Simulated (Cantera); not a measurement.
What does this Cantera script print?

```python
import numpy as np
import cantera as ct

gas_names = """
    O2 F2
""".split()
cond_names = """
    Mg(cr) MgF2(s) MgO(s)
""".split()


# ... load() reads the species with a 1 bar reference pressure and builds the phases ...
species = {s.name: s for s in load("nasa_gas.yaml", gas_names) + load("nasa_condensed.yaml", cond_names)}
T = 775
g = {n: (s.thermo.h(T) - T * s.thermo.s(T)) / (ct.gas_constant * T * np.log(10)) for n, s in species.items()}
valid = cond_names  # the entries whose range holds T


def stable(la, lb):
    # potentials (over RT ln 10) of the two non-metals from log10 p(O2) and log10 p(F2) in bar
    mu = {}
    mu["O"] = (g["O2"] + la) / 2
    mu["F"] = (g["F2"] + lb) / 2
    cost = {}
    for n in valid:
        c = species[n].composition
        cost[n] = (g[n] - sum(c.get(e, 0) * m for e, m in mu.items())) / c["Mg"]
    return min(cost, key=cost.get)


results = []
for lb in [0, -4.3, -8.7, -13, -17.3, -21.7, -26, -30.3, -34.7, -39, -43.3, -47.7, -52]:
    row = [stable(la, lb) for la in [-26, -24.8, -23.7, -22.5, -21.3, -20.1, -19, -17.8, -16.6, -15.4, -14.3, -13.1, -11.9, -10.7, -9.6, -8.4, -7.2, -6, -4.9, -3.7, -2.5, -1.3, -0.2, 1]]
    results.append(row)
    print(f"{lb:6.1f}  " + " ".join(f"{valid.index(n):x}" for n in row))
print("key: " + ", ".join(f"{i:x} {n}" for i, n in enumerate(valid)))
```

Output:

```
   0.0  1 1 1 1 1 1 1 1 1 1 1 1 1 1 1 1 1 1 1 1 1 1 1 1
  -4.3  1 1 1 1 1 1 1 1 1 1 1 1 1 1 1 1 1 1 1 1 1 1 1 1
  -8.7  1 1 1 1 1 1 1 1 1 1 1 1 1 1 1 1 1 1 1 1 1 1 1 1
 -13.0  1 1 1 1 1 1 1 1 1 1 1 1 1 1 1 1 1 1 1 1 1 1 1 1
 -17.3  1 1 1 1 1 1 1 1 1 1 1 1 1 1 1 1 1 1 1 1 1 1 1 1
 -21.7  1 1 1 1 1 1 1 1 1 1 1 1 1 1 1 1 1 1 1 1 1 1 1 1
 -26.0  1 1 1 1 1 1 1 1 1 1 1 1 1 1 1 1 1 1 1 1 1 1 1 1
 -30.3  1 1 1 1 1 1 1 1 1 1 1 1 1 1 1 1 1 1 1 1 1 1 1 1
 -34.7  1 1 1 1 1 1 1 1 1 1 1 1 1 1 1 1 1 1 2 2 2 2 2 2
 -39.0  1 1 1 1 1 1 1 1 1 1 2 2 2 2 2 2 2 2 2 2 2 2 2 2
 -43.3  1 1 1 2 2 2 2 2 2 2 2 2 2 2 2 2 2 2 2 2 2 2 2 2
 -47.7  2 2 2 2 2 2 2 2 2 2 2 2 2 2 2 2 2 2 2 2 2 2 2 2
 -52.0  2 2 2 2 2 2 2 2 2 2 2 2 2 2 2 2 2 2 2 2 2 2 2 2
key: 0 Mg(cr), 1 MgF2(s), 2 MgO(s)
```

Cantera with NASA thermochemical tables; ideal gases at 1 bar, condensed phases pure. Not in the tables: oxide halides.
